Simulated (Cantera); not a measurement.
A freely propagating, adiabatic, planar premixed flame of CH₄ : O₂ : N₂ : H₂O = 1 : 1.82 : 6.84 : 0.55 (molar parts), unburnt at 648 K and 750 Torr; mixture-averaged transport, grid criteria slope 0.08 and curve 0.16, no radiation.

Cantera simulation using GRI-Mech 3.0 (53 species, 325 reactions); the numbers are that mechanism's predictions, not measurements. Burning velocities carry a grid error of a few per cent, more on coarse grids.

### Question
How do the results move with these cheaper or finer settings: unity-Lewis-number transport; multicomponent transport; multicomponent+Soret transport; grid criteria slope 0.5, curve 1; grid criteria slope 0.25, curve 0.5; grid criteria slope 0.03, curve 0.06?

### Answer
```json
[
 {"setting": "as above", "laminar burning velocity": "129 cm/s", "thermal thickness": "0.359 mm", "peak x(CO)": "0.0552", "peak x(CH₃)": "0.00344", "grid points": "157"},
 {"setting": "unity-Lewis-number transport", "laminar burning velocity": "87.9 cm/s", "thermal thickness": "0.432 mm", "peak x(CO)": "0.0492", "peak x(CH₃)": "0.00266", "grid points": "137"},
 {"setting": "multicomponent transport", "laminar burning velocity": "130 cm/s", "thermal thickness": "0.365 mm", "peak x(CO)": "0.0554", "peak x(CH₃)": "0.00347", "grid points": "158"},
 {"setting": "multicomponent+Soret transport", "laminar burning velocity": "128 cm/s", "thermal thickness": "0.364 mm", "peak x(CO)": "0.0551", "peak x(CH₃)": "0.00339", "grid points": "157"},
 {"setting": "grid criteria slope 0.5, curve 1", "laminar burning velocity": "139 cm/s", "thermal thickness": "0.398 mm", "peak x(CO)": "0.0553", "peak x(CH₃)": "0.00338", "grid points": "44"},
 {"setting": "grid criteria slope 0.25, curve 0.5", "laminar burning velocity": "134 cm/s", "thermal thickness": "0.372 mm", "peak x(CO)": "0.0553", "peak x(CH₃)": "0.00341", "grid points": "64"},
 {"setting": "grid criteria slope 0.03, curve 0.06", "laminar burning velocity": "127 cm/s", "thermal thickness": "0.357 mm", "peak x(CO)": "0.0551", "peak x(CH₃)": "0.00343", "grid points": "356"}
]
```
The base run took about 10 core-seconds (a rough figure).
Unity Lewis numbers drop preferential diffusion, which matters most where H2 and H carry the flame; Soret adds thermal diffusion.
